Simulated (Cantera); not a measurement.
Feed: 1 mol MgO, 1.7 mol C, 0.13 mol H2, 2 mol CO, at 13300 Pa.

Cantera equilibrium calculation (NASA polynomials, part measured and part estimated; ideal gas, pure solids and liquids). Candidate condensed phases: C, C6H6, C7H8, C8H18, H2O, Mg, MgCO3, MgO, Mg(OH)2; 116 gas species. Rates play no part.

Over these rows the condensed part is C(graphite) + MgO(s). Partial pressures as log10 of bar:

```csv
T (K),1000/T (1/K),log p CO2,log p CO,log p H2
1023,0.9775,-2.29,-0.92,-2.09
1173,0.8525,-3.36,-0.90,-2.09
1323,0.7559,-4.21,-0.90,-2.09
1473,0.6789,?,-0.90,-2.09
1623,0.6161,-5.42,-0.90,-2.09
1773,0.5640,-5.92,-0.93,-2.16
```

### Question
Fit log p(CO2) = a + b·(1000/T) to the five rows, give the apparent enthalpy, and predict the row at 1473 K.

### Answer
Means: 1000/T = 0.7532, log p = -4.240. Sxy = 1.004484, Sxx = 0.1147713, so b = 8.75 and a = -4.240 − (8.75)×0.7532 = -10.83.
Apparent enthalpy: −19.145 × (8.75) = -168 kJ/mol. With the condensed phases at unit activity, 2 CO(g) = CO2(g) + C(graphite) links this pressure to the main gases: over the six rows their terms move log p by -0.02 in all, so the slope is close to that reaction's ΔH°. The five rows lie within 0.02 of the line.
Prediction at 1473 K: -10.83 + (8.75)×0.6789 = -4.89. The computed value is -4.88, 0.01 from the line.
